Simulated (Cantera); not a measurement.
## Thermodynamics of carbon deposition, reforming and gasification, feed C2H5OH + H2 + CO2

Feed: 1 mol C2H5OH, 9.5 mol H2, 0.082 mol CO2, held at 690 Torr.

Cantera equilibrium calculation (NASA polynomials, part measured and part estimated; ideal gas, pure solids and liquids). Candidate condensed phases: C, C6H6, C7H8, C8H18, H2O; 110 gas species. The numbers say what is thermodynamically allowed, not how fast it happens.

```csv
T (°C),x H2,x H,x CO,x CH4,x C2H2 (acetylene),x H2O,n C(graphite)
727,0.847,2.18e-9,0.0671,0.0630,9.66e-10,0.0207,0.415
877,0.896,7.36e-8,0.0832,0.0173,3.47e-8,0.00322,0.733
1027,0.908,1.10e-6,0.0850,0.00597,5.23e-7,0.000648,0.846
1177,0.912,9.42e-6,0.0852,0.00253,4.45e-6,0.000178,0.886
1327,0.913,5.42e-5,0.0852,0.00125,2.51e-5,6.26e-5,0.901
1477,0.914,0.000232,0.0852,0.000701,0.000105,2.64e-5,0.906
1627,0.913,0.000791,0.0852,0.000431,0.000349,1.28e-5,0.903
1777,0.911,0.00226,0.0851,0.000285,0.000968,6.89e-6,0.887
1927,0.907,0.00559,0.0850,0.000199,0.00232,4.04e-6,0.851
2077,0.898,0.0123,0.0847,0.000144,0.00495,2.53e-6,0.778
2227,0.881,0.0246,0.0841,0.000107,0.00954,1.66e-6,0.649
2377,0.854,0.0452,0.0833,8.03e-5,0.0168,1.12e-6,0.436
2527,0.813,0.0769,0.0819,5.96e-5,0.0271,7.71e-7,0.110
2677,0.766,0.123,0.0799,3.75e-5,0.0294,6.37e-7,0
```
x: gas mole fraction; n: condensed amount in mol.

From 727 °C to 2527 °C the condensed part is C(graphite). At 2677 °C nothing is condensed. The main C-bearing gas is CO throughout. The share of C in condensed phases is highest at 1477 °C (43.5 %) and lowest at 2677 °C (0.0 %).
